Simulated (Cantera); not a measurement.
## Thermodynamics of metals in furnace atmospheres, feed Pb + O₂ + CO

Feed: 1 mol Pb, 0.1 mol O₂, 0.61 mol CO, at 1 atm.

Cantera equilibrium calculation (NASA polynomials, part measured and part estimated; ideal gas, pure solids and liquids). Candidate condensed phases: C, Pb, PbO, PbO₂, Pb₃O₄; 15 gas species. Gases not in the tables: (PbO)n polymers. The numbers say what is thermodynamically allowed, not how fast it happens.

```tsv
T (°C)	log p CO	log p Pb	log p CO₂	log p PbO	log p Pb₂	log p O	n Pb(l)
802	-0.17	-4.12	-0.48	-9.57	-9.17	<-11	1.000
952	-0.17	-3.03	-0.48	-7.56	-7.35	<-11	0.999
1102	-0.17	-2.18	-0.48	-5.99	-5.94	<-11	0.996
1252	-0.18	-1.51	-0.49	-4.74	-4.82	-10.71	0.981
1402	-0.22	-0.96	-0.53	-3.71	-3.90	-9.07	0.925
1552	-0.33	-0.50	-0.65	-2.87	-3.15	-7.70	0.716
1702	-0.58	-0.21	-0.92	-2.28	-2.70	-6.57	0
```
log p: log10 of the partial pressure in bar; n: condensed amount in mol.

From 802 °C to 1552 °C the condensed part is Pb(l). At 1702 °C nothing is condensed. The share of Pb in condensed phases is highest at 802 °C (100.0 %) and lowest at 1702 °C (0.0 %).
